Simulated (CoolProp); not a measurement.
A closed Brayton cycle with dry air: compressor inlet 324.15 K and 5.9 MPa, high pressure 14 MPa, turbine inlet 970 K, compressor efficiency 0.89, turbine efficiency 0.85, recuperator effectiveness 0.8 (on enthalpy, no pinch check). Each further row changes one setting.

Computed with CoolProp (reference Helmholtz-energy equation of state, Lemmon 2000). It is a pseudo-pure fit of the blend.

| case | thermal efficiency (%) | net work (kJ/kg) | compressor to turbine work | compressor exit (K) | turbine exit (K) |
|---|---|---|---|---|---|
| as stated | 30.6 | 84.4 | 0.55 | 427.4 | 806.0 |
| turbine inlet 920 K | 29.1 | 74.6 | 0.58 | 427.4 | 763.1 |
| compressor inlet 334.15 K | 29.7 | 80.9 | 0.57 | 440.4 | 806.0 |
| high pressure 11.9 MPa | 29.1 | 73.7 | 0.53 | 406.1 | 834.5 |
| recuperator effectiveness 0.5 | 21.2 | 84.4 | 0.55 | 427.4 | 806.0 |
